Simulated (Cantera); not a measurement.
Charge: 1 mol SiF₄, 0.3 mol N₂, equilibrated at 775 K and 1.00 bar.

Equilibrium computed with Cantera from the NASA thermochemical tables; the gas is ideal and each condensed phase is pure. Candidate condensed phases: Si, Si₃N₄; 16 gas species. The numbers say what is thermodynamically allowed, not how fast it happens.

Base state: SiF₄ 0.769, N₂ 0.231 (mole fractions); condensed: gas only.

Problem. What changes in the equilibrium state with this change: SiF₄ replaced by trisilylamine?

Solution. 
| species | before | after |
|---|---|---|
| H₂ | 0 | 1.00 |
| SiF₄ | 0.769 | 0 |
| N₂ | 0.231 | <1e-9 |
| Si(s), mol | 0 | 1.80 |
| Si₃N₄(s), mol | 0 | 0.400 |
The feed counts by its element totals alone.

Problem. What changes in the equilibrium state with this change: SiF₄ replaced by SiHCl₃?

Solution. 
| species | before | after |
|---|---|---|
| SiCl₄ | 0 | 0.470 |
| HCl | 0 | 0.244 |
| H₂ | 0 | 0.232 |
| SiF₄ | 0.769 | 0 |
| N₂ | 0.231 | 0.0537 |
| SiHCl₃ | 0 | 0.000288 |
| NH₃ | 0 | 0.000100 |
| Si₃N₄(s), mol | 0 | 0.112 |
N₂ is the only nitrogen source here; it is nearly inert below about 1500 K, so the nitride shown seldom forms there in practice. Further candidate phases: NH₄Cl.
